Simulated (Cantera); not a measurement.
A perfectly stirred reactor is fed with NO : N₂ = 1 : 0.45 (molar parts), at 0.908 atm; it is held at 1750 K, and followed from long to short residence time.

Computed with Cantera and GRI-Mech 3.0 (53 species, 325 reactions).

Q: What does this change do: 0.015 parts H2O added?

A: 
| quantity | before | after |
|---|---|---|
| x(NO) at τ = 0.320 s | 0.651 | 0.645 |
| x(N₂O) at τ = 0.320 s | 0.000169 | 0.000155 |
| x(N₂) at τ = 0.320 s | 0.329 | 0.326 |
| x(O) at τ = 0.320 s | 1.29e-5 | 1.24e-5 |
| x(NO₂) at τ = 0.320 s | 0.000589 | 0.000559 |
| x(NO) at τ = 15.0 ms | 0.688 | 0.681 |
| x(N₂O) at τ = 15.0 ms | 0.000160 | 0.000147 |
| x(N₂) at τ = 15.0 ms | 0.311 | 0.308 |
| x(O) at τ = 15.0 ms | 6.73e-6 | 5.48e-6 |
| x(NO₂) at τ = 15.0 ms | 0.000300 | 0.000238 |

Q: What does this change do: temperature 1750 to 1600 K?

A: 
```json
[
 {"quantity": "x(NO) at τ = 0.320 s", "before": "0.651", "after": "0.681"},
 {"quantity": "x(N₂O) at τ = 0.320 s", "before": "0.000169", "after": "0.000162"},
 {"quantity": "x(N₂) at τ = 0.320 s", "before": "0.329", "after": "0.315"},
 {"quantity": "x(O) at τ = 0.320 s", "before": "1.29e-5", "after": "1.48e-6"},
 {"quantity": "x(NO₂) at τ = 0.320 s", "before": "0.000589", "after": "0.000508"},
 {"quantity": "x(NO) at τ = 15.0 ms", "before": "0.688", "after": "0.689"},
 {"quantity": "x(N₂O) at τ = 15.0 ms", "before": "0.000160", "after": "9.33e-5"},
 {"quantity": "x(N₂) at τ = 15.0 ms", "before": "0.311", "after": "0.310"},
 {"quantity": "x(O) at τ = 15.0 ms", "before": "6.73e-6", "after": "6.77e-7"},
 {"quantity": "x(NO₂) at τ = 15.0 ms", "before": "0.000300", "after": "0.000197"}
]
```
